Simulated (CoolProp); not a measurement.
Vapour-liquid equilibrium of propylene (1) + 1-butene (2) at 776 kPa; x and y are mole fractions of (1).

The numbers come from the multi-fluid Helmholtz-energy mixture model, Lemmon 2013 and Lemmon 2005; pair parameters Bell 2016 in CoolProp.

Task: Give the bubble temperature and the first vapour's composition at x = 0.05, 0.45, 0.85. Is there an azeotrope?

Result: x = 0.05: 56.8 °C, y = 0.121; x = 0.45: 31.5 °C, y = 0.711; x = 0.85: 14.8 °C, y = 0.949. No azeotrope shows between x = 0.05 and 0.95.

The pair parameters rest on a limited set of measurements; away from them the model extrapolates.
